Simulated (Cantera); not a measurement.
Equilibrium for carbothermic reduction: Cu2O + C + N2

A closed system holds: 1 mol Cu2O, 2.1 mol C, a varied amount of N2, at 2025 K and 1330 Pa.

Cantera equilibrium calculation (NASA polynomials, part measured and part estimated; ideal gas, pure solids and liquids). Candidate condensed phases: C, Cu, CuO, Cu2O; 27 gas species. The numbers say what is thermodynamically allowed, not how fast it happens.

```csv
n(N2) (mol),log p N2,log p Cu,log p CO,log p Cu2,log p CN,log p C2N2,n C(graphite),n Cu(l)
0.77,-2.46,-2.27,-2.35,-4.61,-7.34,-8.10,1.10,0.774
0.94,-2.42,-2.27,-2.39,-4.61,-7.32,-8.06,1.10,0.657
1.1,-2.38,-2.27,-2.43,-4.61,-7.30,-8.02,1.10,0.546
1.4,-2.34,-2.27,-2.48,-4.61,-7.28,-7.98,1.10,0.338
1.7,-2.30,-2.27,-2.53,-4.61,-7.26,-7.94,1.10,0.130
2.1,-2.26,-2.28,-2.58,-4.65,-7.24,-7.90,1.10,0
2.6,-2.21,-2.33,-2.62,-4.73,-7.21,-7.85,1.10,0
3.1,-2.17,-2.36,-2.66,-4.81,-7.19,-7.81,1.10,0
3.8,-2.13,-2.41,-2.71,-4.90,-7.17,-7.77,1.10,0
4.7,-2.09,-2.46,-2.76,-5.01,-7.15,-7.73,1.10,0
5.7,-2.06,-2.52,-2.81,-5.11,-7.14,-7.70,1.10,0
7,-2.03,-2.58,-2.87,-5.23,-7.12,-7.67,1.10,0
8.6,-2.00,-2.64,-2.94,-5.36,-7.11,-7.64,1.10,0
```
log p: log10 of the partial pressure in bar; n: condensed amount in mol.

From 0.77 mol N2 to 1.7 mol N2 the condensed part is C(graphite) + Cu(l). From 2.1 mol N2 to 8.6 mol N2 the condensed part is C(graphite). The main Cu-bearing gas is Cu throughout.
